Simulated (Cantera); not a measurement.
**Pyrogenic steam for wet oxidation**

An isothermal, constant-pressure homogeneous reactor starts with 16.3 % H2, 39.8 % O2, 43.8 % N2, equivalence ratio 0.20, at 1225 K and 0.360 bar.

Model: the H2/O2 subset of GRI-Mech 3.0, which has no nitrogen chemistry, integrated in Cantera. The temperature is held fixed by assumption; the heat of reaction is taken as removed at once.

```
t (s)        x H2   x O2      x O   x H2O2      x OH
--------  -------  -----  -------  -------  --------
0.000900  6.88e-5  0.345  9.35e-5  1.00e-6  0.000382
0.00161   2.06e-5  0.345  3.26e-5  5.17e-7  0.000230
0.00290   6.34e-6  0.345  1.28e-5  2.71e-7  0.000145
0.00520   2.11e-6  0.345  5.55e-6  1.44e-7   9.56e-5
0.00932   8.03e-7  0.345  2.58e-6  7.76e-8   6.51e-5
0.0167    3.49e-7  0.345  1.27e-6  4.24e-8   4.56e-5
0.0300    1.66e-7  0.345  6.49e-7  2.35e-8   3.25e-5
0.0538    8.38e-8  0.345  3.43e-7  1.31e-8   2.36e-5
0.0965    4.44e-8  0.345  1.86e-7  7.49e-9   1.74e-5
0.173     2.51e-8  0.345  1.06e-7  4.42e-9   1.31e-5
0.311     1.59e-8  0.345  6.56e-8  2.83e-9   1.03e-5
0.557     1.20e-8  0.345  4.77e-8  2.12e-9   8.76e-6
1.00      1.09e-8  0.345  4.22e-8  1.90e-9   8.24e-6
```
x: mole fraction; the columns are a selection and need not sum to one.

Equilibrium at this temperature and pressure: H2 1.07e-8, O2 0.345, O 4.15e-8, H2O2 1.87e-9, OH 8.16e-6 (gas phase only).
